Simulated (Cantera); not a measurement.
# Diamond growth

A diamond (100) surface in a fixed gas of H2 with x(CH4) = 0.0026, x(CH3) = 3.6e-05, at 1125 K, 210 Torr; coverages are run to steady state.

Cantera simulation using the Harris–Goodwin 1993 mechanism for the reconstructed diamond (100) surface; the numbers are that mechanism's predictions, not measurements.

```tsv
x(H)	growth (µm/h)	θ c6HH	θ c6H*	θ c6*H	θ c6**	θ c6HM
0.0001	0.843	0.594	0.0240	0.359	0.00541	0.0108
0.00023	1.97	0.539	0.0271	0.406	0.00993	0.0113
0.00051	3.63	0.512	0.0288	0.430	0.0143	0.00958
0.0011	5.40	0.500	0.0296	0.443	0.0175	0.00670
0.0026	6.99	0.494	0.0302	0.450	0.0196	0.00370
0.0058	7.90	0.492	0.0307	0.453	0.0207	0.00188
0.013	8.40	0.491	0.0312	0.455	0.0212	0.000895
0.029	8.68	0.491	0.0322	0.454	0.0217	0.000415
0.066	8.91	0.491	0.0344	0.452	0.0222	0.000187
```
θ: site fractions in the mechanism's names (c6HH fully hydrogenated, c6H* and c6*H radical sites, c6** diradical, c6HM methylated).
